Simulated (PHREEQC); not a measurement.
0.1 mol of Gypsum (CaSO4:2H2O) is brought to equilibrium with 1 kg of water holding 0.01 mol/kgw NaCl, at 25 °C, the pH being set by adding NaOH or HCl. Oxygen alone is held at its pressure in air (log pO2 = -0.68). No CO2 enters from the air. Solids allowed: Gypsum. Others were left out.

Model: acid-base model without metal-ligand complexes, phreeqc.dat, run in PHREEQC.

```json
[
 {"pH": "3", "dissolved Ca (mol/kgw)": "0.0117", "dissolved S (mol/kgw)": "0.0117", "HSO4- (mol/kgw)": "0.000589"},
 {"pH": "3.35", "dissolved Ca (mol/kgw)": "0.0115", "dissolved S (mol/kgw)": "0.0115", "HSO4- (mol/kgw)": "0.000267"},
 {"pH": "3.7", "dissolved Ca (mol/kgw)": "0.0114", "dissolved S (mol/kgw)": "0.0114", "HSO4- (mol/kgw)": "0.000120"},
 {"pH": "4.05", "dissolved Ca (mol/kgw)": "0.0113", "dissolved S (mol/kgw)": "0.0113", "HSO4- (mol/kgw)": "5.37e-5"},
 {"pH": "4.4", "dissolved Ca (mol/kgw)": "0.0113", "dissolved S (mol/kgw)": "0.0113", "HSO4- (mol/kgw)": "2.40e-5"},
 {"pH": "4.75", "dissolved Ca (mol/kgw)": "0.0113", "dissolved S (mol/kgw)": "0.0113", "HSO4- (mol/kgw)": "1.07e-5"},
 {"pH": "5.1", "dissolved Ca (mol/kgw)": "0.0113", "dissolved S (mol/kgw)": "0.0113", "HSO4- (mol/kgw)": "4.79e-6"},
 {"pH": "5.45", "dissolved Ca (mol/kgw)": "0.0113", "dissolved S (mol/kgw)": "0.0113", "HSO4- (mol/kgw)": "2.14e-6"},
 {"pH": "5.8", "dissolved Ca (mol/kgw)": "0.0113", "dissolved S (mol/kgw)": "0.0113", "HSO4- (mol/kgw)": "9.56e-7"},
 {"pH": "6.15", "dissolved Ca (mol/kgw)": "0.0113", "dissolved S (mol/kgw)": "0.0113", "HSO4- (mol/kgw)": "4.27e-7"},
 {"pH": "6.5", "dissolved Ca (mol/kgw)": "0.0113", "dissolved S (mol/kgw)": "0.0113", "HSO4- (mol/kgw)": "1.91e-7"},
 {"pH": "6.85", "dissolved Ca (mol/kgw)": "0.0113", "dissolved S (mol/kgw)": "0.0113", "HSO4- (mol/kgw)": "8.52e-8"},
 {"pH": "7.2", "dissolved Ca (mol/kgw)": "0.0113", "dissolved S (mol/kgw)": "0.0113", "HSO4- (mol/kgw)": "3.81e-8"},
 {"pH": "7.55", "dissolved Ca (mol/kgw)": "0.0113", "dissolved S (mol/kgw)": "0.0113", "HSO4- (mol/kgw)": "1.70e-8"},
 {"pH": "7.9", "dissolved Ca (mol/kgw)": "0.0113", "dissolved S (mol/kgw)": "0.0113", "HSO4- (mol/kgw)": "7.59e-9"},
 {"pH": "8.25", "dissolved Ca (mol/kgw)": "0.0113", "dissolved S (mol/kgw)": "0.0113", "HSO4- (mol/kgw)": "3.39e-9"},
 {"pH": "8.6", "dissolved Ca (mol/kgw)": "0.0113", "dissolved S (mol/kgw)": "0.0113", "HSO4- (mol/kgw)": "1.52e-9"},
 {"pH": "8.95", "dissolved Ca (mol/kgw)": "0.0113", "dissolved S (mol/kgw)": "0.0113", "HSO4- (mol/kgw)": "6.77e-10"},
 {"pH": "9.3", "dissolved Ca (mol/kgw)": "0.0113", "dissolved S (mol/kgw)": "0.0113", "HSO4- (mol/kgw)": "3.02e-10"},
 {"pH": "9.65", "dissolved Ca (mol/kgw)": "0.0113", "dissolved S (mol/kgw)": "0.0113", "HSO4- (mol/kgw)": "1.35e-10"},
 {"pH": "10", "dissolved Ca (mol/kgw)": "0.0113", "dissolved S (mol/kgw)": "0.0113", "HSO4- (mol/kgw)": "6.04e-11"}
]
```

Complexes and solids missing from the database can't appear.
